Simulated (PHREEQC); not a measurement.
Dissolve 0.17 mol/kgw Pb(NO3)2 at 25 °C. Closed to the air; pH follows from the charge balance.

Model: ion-association model, phreeqc.dat, run in PHREEQC.

Each row changes one thing in this solution. Precipitation was switched off in this run.

| case | pH | ionic strength (mol/kgw) | NO3- (mol/kgw) |
|---|---|---|---|
| as made | 4.20 | 0.344 | 0.257 |
| Pb(NO3)2 replaced by Cd(NO3)2 at the same molality | 5.46 | 0.456 | 0.313 |
| diluted 100-fold with water | 5.30 | 0.00498 | 0.00334 |
| Pb(NO3)2 from 0.17 to 0.187 mol/kgw | 4.18 | 0.371 | 0.279 |
| Pb(NO3)2 from 0.17 to 0.085 mol/kgw | 4.39 | 0.192 | 0.138 |
